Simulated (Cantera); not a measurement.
A perfectly stirred reactor is fed with CH4 : H2 = 1 : 3.3 (molar parts), at 4.58 Torr; it is held at 1723 K, and followed from long to short residence time.

Computed with Cantera and GRI-Mech 3.0 (53 species, 325 reactions). GRI-Mech 3.0 stops at C3 and has no aromatics, soot or wall deposition, so with more carbon than oxygen in the feed, carbon stays in small species such as C2H2 where larger ones or solid carbon would form. Radical loss at walls, strong at low pressure, is not modelled.

Task: What does this change do: pressure from 4.58 Torr to 760 Torr?

Result: 
| quantity | before | after |
|---|---|---|
| x(CH4) at τ = 6.50 s | 0.0249 | 0.0274 |
| x(H2) at τ = 6.50 s | 0.889 | 0.889 |
| x(CH2) at τ = 6.50 s | 1.08e-6 | 2.16e-8 |
| x(C2H2) at τ = 6.50 s | 0.0837 | 0.0805 |
| x(C2H) at τ = 6.50 s | 8.25e-7 | 9.64e-8 |
| x(CH4) at τ = 0.180 s | 0.146 | 0.0637 |
| x(H2) at τ = 0.180 s | 0.816 | 0.867 |
| x(CH2) at τ = 0.180 s | 1.96e-6 | 4.33e-8 |
| x(C2H2) at τ = 0.180 s | 0.0321 | 0.0661 |
| x(C2H) at τ = 0.180 s | 2.03e-7 | 7.53e-8 |

Task: What does this change do: pressure from 4.58 Torr to 6.75 Torr?

Result: 
| quantity | before | after |
|---|---|---|
| x(CH4) at τ = 6.50 s | 0.0249 | 0.0218 |
| x(H2) at τ = 6.50 s | 0.889 | 0.891 |
| x(CH2) at τ = 6.50 s | 1.08e-6 | 8.53e-7 |
| x(C2H2) at τ = 6.50 s | 0.0837 | 0.0850 |
| x(C2H) at τ = 6.50 s | 8.25e-7 | 7.83e-7 |
| x(CH4) at τ = 0.180 s | 0.146 | 0.133 |
| x(H2) at τ = 0.180 s | 0.816 | 0.824 |
| x(CH2) at τ = 0.180 s | 1.96e-6 | 1.73e-6 |
| x(C2H2) at τ = 0.180 s | 0.0321 | 0.0379 |
| x(C2H) at τ = 0.180 s | 2.03e-7 | 2.32e-7 |
